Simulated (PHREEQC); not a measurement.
1 kg of water holding 0.23 mol KHCO3 and 0.011 mol K2SO4 is evaporated at 30 °C; the solids stay in contact with the brine. CO2 is held at log p = -3.4 (atm). Only these solids could form: Arcanite, Kalicinite, Misenite.

Base run: PHREEQC, Pitzer model, pitzer.dat. Each further column changes one thing. The table gives ionic strength.

| H2O removed (mol) | base | temperature from 30 to 25 °C | temperature from 30 to 5 °C |
|---|---|---|---|
| 0 | 0.343 | 0.341 | 0.328 |
| 18.01 | 0.517 | 0.513 | 0.496 |
| 30.18 | 0.775 | 0.770 | 0.748 |
| 38.4 | 1.16 | 1.15 | 1.12 |
| 43.95 | 1.72 | 1.72 | 1.68 |
| 47.7 | 2.56 | 2.55 | 2.51 |
| 50.23 | 3.79 | 3.78 | 3.72 |
| 51.94 | 5.46 | 5.42 | 5.25 |
| 53.1 | 7.62 | 7.59 | 7.47 |
| 53.88 | 10.8 | 10.8 | 10.7 |
| 54.41 | 14.3 | 15.1 | 15.1 |

 Away from 25 °C the constants follow the database's enthalpies or fits; those with neither stay at their 25 °C values.
